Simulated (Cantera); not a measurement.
An adiabatic, constant-pressure homogeneous reactor starts with CH₄ : C₂H₆ : C₃H₈ : O₂ : N₂ = 1 : 0.29 : 0.42 : 7.52 : 28.3 (molar parts), equivalence ratio 0.68, at 1050 K and 0.710 bar. Integrator tolerance rtol = 1e-08.

Computed with Cantera and GRI-Mech 3.0 (53 species, 325 reactions). GRI-Mech 3.0 was tuned for natural gas; its chemistry of propane as a main component is partial and can be far from experiment.

What does this change do: pressure from 0.710 bar to 8.70 bar?


```tsv
quantity	before	after
time of steepest temperature rise	38.8 ms	7.05 ms
temperature at 1.00 s	2343 K	2390 K
equilibrium temperature	2343 K	2390 K
x(CH₄) at 1.00 s	<1e-12 (gas-phase equilibrium <1e-12)	<1e-12 (gas-phase equilibrium <1e-12)
x(C₂H₆) at 1.00 s	<1e-12 (gas-phase equilibrium <1e-12)	<1e-12 (gas-phase equilibrium <1e-12)
x(C₃H₈) at 1.00 s	<1e-12 (gas-phase equilibrium <1e-12)	<1e-12 (gas-phase equilibrium <1e-12)
x(NO₂) at 1.00 s	4.16e-6 (gas-phase equilibrium 4.16e-6)	1.49e-5 (gas-phase equilibrium 1.49e-5)
x(CH₂O) at 1.00 s	2.15e-12 (gas-phase equilibrium 2.15e-12)	4.02e-12 (gas-phase equilibrium 4.02e-12)
```

What does this change do: 2.5 parts H2O added?


| quantity | before | after |
|---|---|---|
| time of steepest temperature rise | 38.8 ms | 38.8 ms |
| temperature at 1.00 s | 2343 K | 2268 K |
| equilibrium temperature | 2343 K | 2268 K |
| x(CH₄) at 1.00 s | <1e-12 (gas-phase equilibrium <1e-12) | <1e-12 (gas-phase equilibrium <1e-12) |
| x(C₂H₆) at 1.00 s | <1e-12 (gas-phase equilibrium <1e-12) | <1e-12 (gas-phase equilibrium <1e-12) |
| x(C₃H₈) at 1.00 s | <1e-12 (gas-phase equilibrium <1e-12) | <1e-12 (gas-phase equilibrium <1e-12) |
| x(NO₂) at 1.00 s | 4.16e-6 (gas-phase equilibrium 4.16e-6) | 3.57e-6 (gas-phase equilibrium 3.57e-6) |
| x(CH₂O) at 1.00 s | 2.15e-12 (gas-phase equilibrium 2.15e-12) | 1.33e-12 (gas-phase equilibrium 1.33e-12) |

What does this change do: C3H8 0.42 to 0.8 parts?


```csv
quantity,before,after
time of steepest temperature rise,38.8 ms,61.7 ms
temperature at 1.00 s,2343 K,2535 K
equilibrium temperature,2343 K,2535 K
x(CH₄) at 1.00 s,<1e-12 (gas-phase equilibrium <1e-12),<1e-12 (gas-phase equilibrium <1e-12)
x(C₂H₆) at 1.00 s,<1e-12 (gas-phase equilibrium <1e-12),<1e-12 (gas-phase equilibrium <1e-12)
x(C₃H₈) at 1.00 s,<1e-12 (gas-phase equilibrium <1e-12),<1e-12 (gas-phase equilibrium <1e-12)
x(NO₂) at 1.00 s,4.16e-6 (gas-phase equilibrium 4.16e-6),1.77e-6 (gas-phase equilibrium 1.77e-6)
x(CH₂O) at 1.00 s,2.15e-12 (gas-phase equilibrium 2.15e-12),5.78e-11 (gas-phase equilibrium 5.78e-11)
```
